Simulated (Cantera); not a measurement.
Feed: 1 mol Al, 0.94 mol N2O, 790 mol H2, 4.9 mol HCl, equilibrated at 0.100 bar.

Method: chemical equilibrium by Gibbs-energy minimisation in Cantera with the NASA 1993 tables (ideal gas, pure condensed phases). Candidate condensed phases: Al, AlCl3, AlN, Al2O3, H2O, NH4Cl; 45 gas species. Mutual solubility and eutectic melting of coexisting phases are not modelled. The tables' values for AlCl2 are old estimates; treat these amounts as uncertain. Condensed phases not in the tables: AlOCl. The numbers say what is thermodynamically allowed, not how fast it happens.

x: gas mole fraction; n: condensed amount in mol.

| T (K) | x H2 | x HCl | x N2 | x AlCl | x AlCl3 | x H | n AlN(s) | n Al2O3(s) |
|---|---|---|---|---|---|---|---|---|
| 825 | 0.993 | 0.00600 | 0.000969 | <1e-12 | … | 2.50e-11 | 0.332 | 0.313 |
| 925 | 0.993 | 0.00597 | 0.000977 | 3.00e-11 | … | 8.21e-10 | 0.323 | 0.313 |
| 1025 | 0.993 | 0.00594 | 0.000983 | 2.68e-9 | … | 1.37e-8 | 0.314 | 0.313 |
| 1125 | 0.993 | 0.00590 | 0.000989 | 1.06e-7 | … | 1.40e-7 | 0.306 | 0.313 |
| 1225 | 0.993 | 0.00587 | 0.000996 | 2.28e-6 | 9.36e-5 | 9.82e-7 | 0.295 | 0.313 |
| 1325 | 0.993 | 0.00580 | 0.00102 | 3.01e-5 | 9.92e-5 | 5.15e-6 | 0.260 | 0.313 |
| 1425 | 0.993 | 0.00554 | 0.00114 | 0.000252 | … | 2.15e-5 | 0.0651 | 0.313 |
| 1525 | 0.993 | 0.00560 | 0.00118 | 0.000411 | … | 7.45e-5 | 0 | 0.312 |

Fill in the missing entries.


- 825, x AlCl3: 5.15e-5
- 925, x AlCl3: 6.30e-5
- 1025, x AlCl3: 7.41e-5
- 1125, x AlCl3: 8.44e-5
- 1425, x AlCl3: 8.91e-5
- 1525, x AlCl3: 2.32e-5
